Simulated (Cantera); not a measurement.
Input: 1 mol Fe, 0.034 mol H2S, 2.3 mol N2, equilibrated at 0.0133 bar.

Cantera equilibrium calculation (NASA polynomials, part measured and part estimated; ideal gas, pure solids and liquids). Candidate condensed phases: Fe, FeS, FeS2, S; 16 gas species. Mutual solubility and eutectic melting of coexisting phases are not modelled. FeS: taken at fixed stoichiometry. Rates play no part.

x: gas mole fraction; n: condensed amount in mol.

```json
[
 {"T (K)": "723", "x N2": "0.985", "x H2": "0.0146", "x H2S": "7.76e-7", "x S2": "<1e-12", "x SH": "<1e-12", "x H": "<1e-12", "n Fe(α)": "0.966", "n FeS(s)": "0.0340", "n Fe(γ)": "0"},
 {"T (K)": "798", "x N2": "0.985", "x H2": "0.0146", "x H2S": "2.19e-6", "x S2": "<1e-12", "x SH": "6.38e-12", "x H": "2.79e-12", "n Fe(α)": "0.966", "n FeS(s)": "0.0340", "n Fe(γ)": "0"},
 {"T (K)": "873", "x N2": "0.985", "x H2": "0.0146", "x H2S": "5.11e-6", "x S2": "(withheld)", "x SH": "1.25e-10", "x H": "4.89e-11", "n Fe(α)": "0.966", "n FeS(s)": "0.0340", "n Fe(γ)": "0"},
 {"T (K)": "948", "x N2": "0.985", "x H2": "0.0146", "x H2S": "1.04e-5", "x S2": "(withheld)", "x SH": "1.52e-9", "x H": "5.48e-10", "n Fe(α)": "0.966", "n FeS(s)": "0.0340", "n Fe(γ)": "0"},
 {"T (K)": "1023", "x N2": "0.985", "x H2": "0.0145", "x H2S": "1.91e-5", "x S2": "(withheld)", "x SH": "1.29e-8", "x H": "4.32e-9", "n Fe(α)": "0.966", "n FeS(s)": "0.0340", "n Fe(γ)": "0"},
 {"T (K)": "1098", "x N2": "0.985", "x H2": "0.0145", "x H2S": "3.27e-5", "x S2": "(withheld)", "x SH": "8.31e-8", "x H": "2.58e-8", "n Fe(α)": "0.966", "n FeS(s)": "0.0339", "n Fe(γ)": "0"},
 {"T (K)": "1173", "x N2": "0.985", "x H2": "0.0145", "x H2S": "5.25e-5", "x S2": "(withheld)", "x SH": "4.22e-7", "x H": "1.23e-7", "n Fe(α)": "0.966", "n FeS(s)": "0.0339", "n Fe(γ)": "0"},
 {"T (K)": "1248", "x N2": "0.985", "x H2": "0.0145", "x H2S": "7.95e-5", "x S2": "(withheld)", "x SH": "1.77e-6", "x H": "4.87e-7", "n Fe(α)": "0", "n FeS(s)": "0.0338", "n Fe(γ)": "0.966"}
]
```

Task: What belongs in the gaps?

Result: 
- 873, x S2: 2.17e-11
- 948, x S2: 6.35e-10
- 1023, x S2: 1.14e-8
- 1098, x S2: 1.43e-7
- 1173, x S2: 1.30e-6
- 1248, x S2: 9.11e-6
